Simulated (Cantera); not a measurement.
**B2O3 + SiCl4 + O2 (oxide etching and cleaning by halides)**

Input: 1 mol B2O3, 0.49 mol SiCl4, 14 mol O2, equilibrated at 1.00 Torr.

Method: chemical equilibrium by Gibbs-energy minimisation in Cantera with the NASA 1993 tables (ideal gas, pure condensed phases). Candidate condensed phases: B, B2O3, Si, SiO2; 27 gas species. Mutual solubility and eutectic melting of coexisting phases are not modelled. The tables' values for BOCl are old estimates; treat these amounts as uncertain. The tables hold silica as quartz up to 1696 K and as liquid above; real silica turns to tridymite and cristobalite and melts near 1996 K. Condensed phases not in the tables: borates and borosilicate glass, alloys, solid solutions and most ternary compounds. Rates play no part.

From 602 °C to 1202 °C the condensed part is B2O3(l) + SiO2(β-quartz). At 1352 °C the condensed part is SiO2(β-quartz). At 1502 °C the condensed part is SiO2(condensed).

```csv
T (°C),x O2,x Cl,x Cl2,x B2O3,x BO2,x O,x BOCl,x ClO,n B2O3(l),n SiO2(β-quartz),n SiO2(condensed)
602,0.932,0.000328,0.0675,2.59e-12,8.35e-12,5.43e-11,1.39e-10,1.06e-6,1.00,0.490,0
752,0.931,0.00392,0.0655,8.07e-9,7.06e-9,8.72e-9,5.97e-8,8.04e-6,1.000,0.490,0
902,0.921,0.0233,0.0552,2.99e-6,1.03e-6,3.84e-7,4.87e-6,3.37e-5,1.000,0.490,0
1052,0.898,0.0721,0.0290,0.000275,4.72e-5,7.15e-6,0.000111,7.88e-5,0.995,0.490,0
1202,0.870,0.112,0.00685,0.00967,0.000971,7.33e-5,0.000827,9.65e-5,0.836,0.490,0
1352,0.819,0.115,0.00109,0.0566,0.00643,0.000482,0.00174,8.05e-5,0,0.490,0
1502,0.812,0.117,0.000230,0.0525,0.0144,0.00236,0.00146,6.99e-5,0,0,0.490
```
x: gas mole fraction; n: condensed amount in mol.
